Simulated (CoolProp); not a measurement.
A simple Rankine cycle with water: condensing at 306.15 K, boiler at 4.88 MPa, turbine inlet 537.6 K, turbine efficiency 0.65, pump efficiency 0.8, no recuperator. Each further row changes one setting.

Values from CoolProp's reference Helmholtz-energy equation of state, Wagner 2002.

| case | thermal efficiency (%) | net work (kJ/kg) | heat in (kJ/kg) | turbine exit temperature (K) | volume ratio over the turbine |
|---|---|---|---|---|---|
| as stated | 23.6 | 628 | 2660 | 306.1 | 575 |
| turbine inlet 557.6 K | 23.7 | 649 | 2730 | 306.1 | (withheld) |
| condensing temperature 298.15 K | (withheld) | (withheld) | (withheld) | 298.1 | 885 |
| boiler pressure 3.42 MPa | 22.8 | (withheld) | (withheld) | 306.1 | (withheld) |
| turbine efficiency 0.55 | 19.9 | 530 | 2660 | 306.1 | (withheld) |

Task: Complete the blanks.

Result: 
- turbine inlet 557.6 K, volume ratio over the turbine: 544
- condensing temperature 298.15 K, thermal efficiency (%): 24.4
- condensing temperature 298.15 K, net work (kJ/kg): 657
- condensing temperature 298.15 K, heat in (kJ/kg): 2690
- boiler pressure 3.42 MPa, net work (kJ/kg): 623
- boiler pressure 3.42 MPa, heat in (kJ/kg): 2740
- boiler pressure 3.42 MPa, volume ratio over the turbine: 385
- turbine efficiency 0.55, volume ratio over the turbine: 602

The expansion ends wet for: as stated; turbine inlet 557.6 K; condensing temperature 298.15 K; boiler pressure 3.42 MPa; turbine efficiency 0.55.
